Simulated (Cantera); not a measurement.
An isothermal, constant-pressure homogeneous reactor starts with 11.8 % H2, 18.8 % O2, 69.4 % N2, at 1400 K and 0.415 atm.

Cantera simulation using the H2/O2 subset of GRI-Mech 3.0, which has no nitrogen chemistry; the numbers are that mechanism's predictions, not measurements. The temperature is held fixed by assumption; the heat of reaction is taken as removed at once.

x: mole fraction; the columns are a selection and need not sum to one.

```json
[
 {"t (s)": "7.00e-5", "x H2": "0.0107", "x O2": "0.130", "x HO2": "2.77e-5", "x H": "0.0360", "x H2O2": "[?]", "x H2O": "0.0871", "x OH": "0.00775"},
 {"t (s)": "0.000289", "x H2": "0.00233", "x O2": "0.134", "x HO2": "2.49e-5", "x H": "0.00301", "x H2O2": "[?]", "x H2O": "0.119", "x OH": "0.00361"},
 {"t (s)": "0.00119", "x H2": "0.000124", "x O2": "0.136", "x HO2": "5.10e-6", "x H": "3.40e-5", "x H2O2": "[?]", "x H2O": "0.125", "x OH": "0.000814"},
 {"t (s)": "0.00492", "x H2": "9.32e-6", "x O2": "0.137", "x HO2": "5.69e-7", "x H": "7.84e-7", "x H2O2": "[?]", "x H2O": "0.125", "x OH": "0.000234"},
 {"t (s)": "0.0203", "x H2": "1.35e-6", "x O2": "0.137", "x HO2": "1.11e-7", "x H": "4.71e-8", "x H2O2": "[?]", "x H2O": "0.126", "x OH": "9.18e-5"},
 {"t (s)": "0.0837", "x H2": "3.40e-7", "x O2": "0.137", "x HO2": "6.01e-8", "x H": "6.24e-9", "x H2O2": "[?]", "x H2O": "0.126", "x OH": "4.64e-5"},
 {"t (s)": "0.345", "x H2": "2.39e-7", "x O2": "0.137", "x HO2": "5.90e-8", "x H": "3.70e-9", "x H2O2": "3.37e-9", "x H2O": "0.126", "x OH": "3.86e-5"},
 {"t (s)": "1.42", "x H2": "2.39e-7", "x O2": "0.137", "x HO2": "5.91e-8", "x H": "3.69e-9", "x H2O2": "3.36e-9", "x H2O": "0.126", "x OH": "3.86e-5"},
 {"t (s)": "5.88", "x H2": "2.39e-7", "x O2": "0.137", "x HO2": "5.91e-8", "x H": "3.69e-9", "x H2O2": "3.36e-9", "x H2O": "0.126", "x OH": "3.86e-5"},
 {"t (s)": "24.2", "x H2": "2.39e-7", "x O2": "0.137", "x HO2": "5.91e-8", "x H": "3.69e-9", "x H2O2": "3.36e-9", "x H2O": "0.126", "x OH": "3.86e-5"},
 {"t (s)": "100", "x H2": "2.39e-7", "x O2": "0.137", "x HO2": "5.91e-8", "x H": "3.69e-9", "x H2O2": "3.36e-9", "x H2O": "0.126", "x OH": "3.86e-5"}
]
```

**Question.** Some entries are withheld; supply them.

**Answer.** 
- 7.00e-5, x H2O2: 1.96e-6
- 0.000289, x H2O2: 1.55e-6
- 0.00119, x H2O2: 3.56e-7
- 0.00492, x H2O2: 6.63e-8
- 0.0203, x H2O2: 1.46e-8
- 0.0837, x H2O2: 4.54e-9
